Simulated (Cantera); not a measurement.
## MgCO3 + SO3 + O2 (roasting and sulfation)

Input: 1 mol MgCO3, 1.7 mol SO3, 0.94 mol O2, equilibrated at 977 °C.

Cantera equilibrium calculation (NASA polynomials, part measured and part estimated; ideal gas, pure solids and liquids). Candidate condensed phases: C, Mg, MgCO3, MgO, MgS, MgSO4, S; 26 gas species. Kinetics and transport are ignored.

```csv
P (Pa),x O2,x SO2,x CO2,x SO3,x O,x CO,x SO,n MgO(s),n MgSO4(s)
1000,0.397,0.375,0.223,0.00413,4.36e-7,1.91e-7,1.65e-8,1.00,0
2600,0.397,0.373,0.223,0.00661,2.70e-7,1.19e-7,1.02e-8,1.00,0
6700,0.396,0.370,0.224,0.0105,1.68e-7,7.42e-8,6.29e-9,1.00,0
17000,0.394,0.365,0.225,0.0165,1.05e-7,4.69e-8,3.90e-9,1.00,0
45000,0.427,0.219,0.337,0.0168,6.74e-8,4.15e-8,1.38e-9,0,1.00
120000,0.424,0.211,0.339,0.0263,4.11e-8,2.56e-8,8.18e-10,0,1.00
300000,0.420,0.200,0.341,0.0391,2.59e-8,1.64e-8,4.92e-10,0,1.00
770000,0.415,0.184,0.344,0.0573,1.61e-8,1.04e-8,2.84e-10,0,1.00
2000000,0.408,0.163,0.348,0.0811,9.89e-9,6.57e-9,1.57e-10,0,1.00
```
x: gas mole fraction; n: condensed amount in mol.

From 0.0100 bar to 0.170 bar the condensed part is MgO(s). From 0.450 bar to 20.0 bar the condensed part is MgSO4(s).
